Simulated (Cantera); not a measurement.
Input: 1 mol SiH2Cl2, 0.23 mol HCl, 15 mol H2, equilibrated at 1227 °C and 100 Torr.

These are equilibrium values from Cantera (NASA tables, ideal gas, pure condensed phases), not measurements of a reactor. Candidate condensed phases: Si; 19 gas species. The tables' values for SiCl3 are old estimates; treat these amounts as uncertain. Kinetics and transport are ignored.

Base state: H2 0.898, HCl 0.0780, SiCl2 0.0218, SiCl3 0.00163, SiHCl3 0.000463, SiCl4 0.000388, SiH2Cl2 8.77e-5, H 4.57e-5 (mole fractions); condensed: Si(s).

**Question.** What changes in the equilibrium state with this change: H2 from 15 to 370 mol?

**Answer.** 
```json
[
 {"species": "H2", "before": "0.898", "after": "0.994"},
 {"species": "HCl", "before": "0.0780", "after": "0.00577"},
 {"species": "SiCl2", "before": "0.0218", "after": "0.000108"},
 {"species": "SiCl4", "before": "0.000388", "after": "9.47e-9"},
 {"species": "SiCl3", "before": "0.00163", "after": "5.67e-7"},
 {"species": "SiHCl3", "before": "0.000463", "after": "1.69e-7"},
 {"species": "Si(s), mol", "before": "0.581", "after": "0.959"}
]
```

**Question.** What changes in the equilibrium state with this change: temperature from 1227 °C to 1952 °C?

**Answer.** 
| species | before | after |
|---|---|---|
| H2 | 0.898 | 0.869 |
| HCl | 0.0780 | 0.0899 |
| SiCl2 | 0.0218 | 0.0175 |
| H | 4.57e-5 | 0.0165 |
| Si2 | <1e-9 | 5.91e-5 |
| Si | 7.89e-8 | 0.00351 |
| Si(s), mol | 0.581 | 0 |
| Si(l), mol | 0 | 0.591 |
The tables' values for SiCl, SiCl3 are old estimates; treat these amounts as uncertain. Gases not in the tables: Si2H6 and higher silanes.
